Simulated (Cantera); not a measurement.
Mixture: H2 : O2 : N2 : H2O = 1 : 0.862 : 4.31 : 0.52 (molar parts), at 0.987 atm, adiabatic and at constant pressure. Ignition delay is the time to a rise of 400 K.

Detailed kinetics in Cantera: the H2/O2 subset of GRI-Mech 3.0, which has no nitrogen chemistry. Below about 950 K walls govern HO2 and H2O2 in real vessels.

Problem. At T0 = 900 K, what is the delay, and which 7 reactions control it most (d ln τ / d ln k, from doubling and halving each rate constant)?

Solution. The delay is 0.598 s.
| reaction | d ln τ / d ln k | faster rate |
|---|---|---|
| H + O2 <=> O + OH | -0.95 | shortens it |
| 2 OH (+M) <=> H2O2 (+M) | -0.61 | shortens it |
| H + H2O2 <=> H2 + HO2 | -0.46 | shortens it |
| H + O2 + H2O <=> HO2 + H2O | 0.37 | lengthens it |
| H + O2 + N2 <=> HO2 + N2 | 0.27 | lengthens it |
| H + HO2 <=> 2 OH | -0.09 | shortens it |
| H + O2 + M <=> HO2 + M | 0.09 | lengthens it |
